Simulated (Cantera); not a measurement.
Cantera run:

```python
import numpy as np
import cantera as ct

gas_names = """
    C CN CO CO2 C2 CCN CNC C2N2 C2O C3 C3O2 C4 C4N2 C5 N NCO NO NO2 NO3 N2 N2O O O2 O3 Si SiC SiC2 SiN
    SiO SiO2 Si2 Si2C Si2N Si3
""".split()
cond_names = """
    C(gr) Si(cr) Si(L) SiC(b) SiO2(Lqz) SiO2(hqz) SiO2(L) Si2N2O(s) Si3N4(a)
""".split()


# ... load() reads the species with a 1 bar reference pressure and builds the phases ...
atoms = {
    'SiC': {'Si': 1, 'C': 1},
    'O2': {'O': 2},
    'N2': {'N': 2},
}
top_T = {'C(gr)': 4500, 'SiC(b)': 3050, 'Si2N2O(s)': 2100, 'Si3N4(a)': 2400}  # K; cautious upper limits of use, not melting points


# ... equilibrate(T, P, feed) seeds the gas with the atoms and calls Mixture.equilibrate('TP', solver="vcs", rtol=1e-11, max_steps=5000) ...
results = []
feed = {'SiC': 1, 'O2': 0.0045, 'N2': 9.9}  # mol
T = 1075  # K
P = 133.322  # Pa
mix = equilibrate(T, P, feed)
results.append((T, P, feed, dict(zip(mix.species_names, mix.species_moles))))
x = sorted(zip(gas.X, gas.species_names), reverse=True)
print(f"T = {T:g} K  P = {P:g} Pa  gas = {mix.phase_moles(0):.4g} mol")
print("   x: " + "  ".join(f"{s} {v:.3e}" for v, s in x if v > 1e-05))
print("   condensed (mol): " + ("  ".join(f"{mix.phase(i).name} {mix.phase_moles(i):.4g}"
      for i in range(1, mix.n_phases) if mix.phase_moles(i) > 1e-12) or "none"))
```

Result:

```
T = 1075 K  P = 133.322 Pa  gas = 9.236 mol
   x: N2 1.000e+00
   condensed (mol): C(gr) 1  Si2N2O(s) 0.008998  Si3N4(a) 0.3273
```

Equilibrium computed with Cantera from the NASA thermochemical tables; the gas is ideal and each condensed phase is pure. N2 is the only nitrogen source here; it is nearly inert below about 1500 K, so the nitride shown seldom forms there in practice. Mutual solubility and eutectic melting of coexisting phases are not modelled.
